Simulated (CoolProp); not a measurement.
Vapour-liquid equilibrium of ethane (1) + C2F6 (R116) (2) at 1500 kPa; x and y are mole fractions of (1).

The numbers come from the multi-fluid Helmholtz-energy mixture model, Bücker 2006 and Lemmon 2006; pair parameters Bell 2016 in CoolProp.

### Question
Give the bubble temperature and the first vapour's composition at x = 0.05, 0.2, 0.8. Is there an azeotrope?

### Answer
x = 0.05: 262.8 K, y = 0.095; x = 0.2: 255.8 K, y = 0.329; x = 0.8: 249.0 K, y = 0.743. y crosses x between x = 0.65 and 0.725: the model has an azeotrope there.

Pair parameters are fitted to limited data, so mixtures are less certain than the pure fluids.
